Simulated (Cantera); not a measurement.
A freely propagating, adiabatic, planar premixed flame of CH4 : O2 : N2 = 1 : 1.54 : 5.78 (molar parts), unburnt at 600 K and 1.09 atm; mixture-averaged transport, grid criteria slope 0.08 and curve 0.16, no radiation.

Detailed kinetics in Cantera: GRI-Mech 3.0 (53 species, 325 reactions). Burning velocities carry a grid error of a few per cent, more on coarse grids.

What does this change do: inlet temperature 600 to 500 K?


| quantity | before | after |
|---|---|---|
| laminar burning velocity | 97.6 cm/s | 65.0 cm/s |
| thermal thickness | 0.353 mm | 0.406 mm |
| peak x(HCN) | 3.14e-5 | 3.11e-5 |
| peak x(CO) | 0.0746 | 0.0726 |
